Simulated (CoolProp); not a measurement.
Vapour-liquid equilibrium of R152A (1) + isobutene (2) at 38.45 °C; x and y are mole fractions of (1).

Computed with CoolProp (multi-fluid Helmholtz-energy mixture model, Outcalt 1996 and Lemmon 2005; pair parameters Bell 2016).

```
x     bubble pressure (bar)  y at the bubble point  dew pressure at overall composition x (bar)  liquid density (mol/L)
----  ---------------------  ---------------------  -------------------------------------------  ----------------------
0.05                  5.142                  0.152                                        4.693                   10.26
0.2                   6.570                  0.403                                        5.377                   10.51
0.35                  7.489                  0.537                                        6.229                   10.81
0.5                   8.110                  0.634                                        7.235                   11.17
0.65                  8.533                  0.722                                        8.202                   11.62
0.8                   8.781                  0.819                                        8.752                   12.16
0.95                  8.795                  0.945                                        8.790                   12.83
```

y crosses x between x = 0.8 and 0.95: the model has an azeotrope there.

The pair parameters rest on a limited set of measurements; away from them the model extrapolates.
